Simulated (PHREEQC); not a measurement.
PHREEQC input (ion-association model, wateq4f.dat):

```
SOLUTION 1
  temp 20
  units mol/kgw
  pH 7 charge
  S(6) 0.0375
  Cu(2) 0.031
  Cl 4.9e-05
  Na 4.9e-05
SOLUTION 2
  temp 20
  units mol/kgw
  pH 7 charge
  Na 0.2379
  Al 0.0079
END
SELECTED_OUTPUT 1
  -reset false
  -pH true
  -pe true
  -ionic_strength true
  -water true
  -totals Al Cl Cu Na S Cu(1) Cu(2) S(-2) S(6)
  -molalities H+ Al+3 Cl- Cu+2 Na+ SO4-2 NaSO4- AlOH+2 Al(OH)2+ Al(OH)3
    Al(OH)4- AlSO4+ Al(SO4)2- HSO4- H2S HS- S-2 O2 OH- CuCl2-
    CuCl3-2 Cu+ CuCl+ CuCl2 CuCl3- CuCl4-2 CuOH+ Cu(OH)2 Cu(OH)3- Cu(OH)4-2
    Cu2(OH)2+2 CuSO4 Cu(HS)3- AlHSO4+2
  -equilibrium_phases Al(OH)3(a) Cu(OH)2 Brochantite Antlerite Atacamite Basaluminite Halite Mirabilite Chalcanthite
PRINT
  -reset false
MIX 1
  1 1
  2 0
EQUILIBRIUM_PHASES 1
  Al(OH)3(a) 0 0
  Cu(OH)2 0 0
  Brochantite 0 0
  Antlerite 0 0
  Atacamite 0 0
  Basaluminite 0 0
  Halite 0 0
  Mirabilite 0 0
  Chalcanthite 0 0
  O2(g) -0.68 10
END
# ... the last block is repeated for the other 20 points of share of solution B
```

Selected output (columns that matter, 21 of 21 rows; share of solution B added in front):

```
share of solution B	pH	mu	Al	Cl	Cu	Na	S	m_H+	m_Cl-	m_Cu+2	Cu(OH)2	Brochantite	Antlerite	Basaluminite
0	2.2026	0.083935	0	4.9e-05	0.031	4.9e-05	0.0375	0.007523	4.8198e-05	0.018836	0	0	0	0
0.05	4.1996	0.08453	0.00039491	4.654e-05	0.028797	0.011939	0.035402	7.5774e-05	4.5864e-05	0.016707	0	0	0.00021553	0
0.1	4.3648	0.074401	0.00078983	4.4091e-05	0.01699	0.023829	0.030108	5.1485e-05	4.3701e-05	0.009782	0	0	0.0036356	0
0.15	4.6457	0.067059	0.00017464	4.1642e-05	0.0070682	0.03572	0.025191	2.6828e-05	4.1486e-05	0.0040108	0	0	0.0064268	0.00025258
0.2	8.9735	0.067177	0.00034981	3.9193e-05	1.3943e-05	0.04761	0.023607	1.2611e-09	3.9193e-05	1.7058e-09	0.00046069	0.0060813	0	0.00030753
0.25	11.157	0.082075	0.0019747	3.6744e-05	1.4044e-05	0.059501	0.02812	8.3557e-12	3.6744e-05	7.7551e-14	0.023236	0	0	0
0.3	12.273	0.09171	0.0023696	3.4294e-05	1.7419e-05	0.071393	0.026246	6.431e-13	3.4294e-05	4.689e-16	0.021683	0	0	0
0.35	12.553	0.10151	0.0027646	3.1845e-05	2.3472e-05	0.083284	0.024371	3.3916e-13	3.1845e-05	1.3295e-16	0.020127	0	0	0
0.4	12.719	0.11145	0.0031596	2.9396e-05	3.2254e-05	0.095176	0.022497	2.3229e-13	2.9396e-05	6.3492e-17	0.018568	0	0	0
0.45	12.837	0.12153	0.0035545	2.6947e-05	4.38e-05	0.10707	0.020622	1.7765e-13	2.6947e-05	3.7774e-17	0.017006	0	0	0
0.5	12.929	0.13172	0.0039495	2.4497e-05	5.8125e-05	0.11896	0.018748	1.4444e-13	2.4497e-05	2.5372e-17	0.015442	0	0	0
0.55	13.004	0.14202	0.0043445	2.2048e-05	7.5232e-05	0.13085	0.016873	1.2207e-13	2.2048e-05	1.8402e-17	0.013875	0	0	0
0.6	13.067	0.15241	0.0047396	1.9598e-05	9.511e-05	0.14275	0.014999	1.0598e-13	1.9598e-05	1.407e-17	0.012305	0	0	0
0.65	13.121	0.16289	0.0051346	1.7149e-05	0.00011774	0.15464	0.013124	9.382e-14	1.7149e-05	1.118e-17	0.010732	0	0	0
0.7	13.169	0.17344	0.0055296	1.4699e-05	0.00014309	0.16653	0.011249	8.4306e-14	1.4699e-05	9.1469e-18	0.0091569	0	0	0
0.75	13.211	0.18408	0.0059247	1.2249e-05	0.00017112	0.17843	0.0093745	7.6652e-14	1.2249e-05	7.6568e-18	0.0075789	0	0	0
0.8	13.25	0.19478	0.0063197	9.7995e-06	0.00020179	0.19032	0.0074996	7.0354e-14	9.7995e-06	6.5284e-18	0.0059982	0	0	0
0.85	13.285	0.20555	0.0067148	7.3497e-06	0.00023504	0.20222	0.0056248	6.5079e-14	7.3497e-06	5.6509e-18	0.0044149	0	0	0
0.9	13.317	0.21638	0.0071098	4.8999e-06	0.00027083	0.21411	0.0037499	6.0592e-14	4.8999e-06	4.9533e-18	0.0028292	0	0	0
0.95	13.346	0.22727	0.0075049	2.45e-06	0.00030908	0.226	0.001875	5.6727e-14	2.45e-06	4.3882e-18	0.0012409	0	0	0
1	13.375	0.2379	0.0079	0	0	0.2379	0	5.32e-14	0	0	0	0	0	0
```

Complexes and solids missing from the database can't appear. The database's constant for dissolved Cu(OH)2 is higher than later reviews accept.
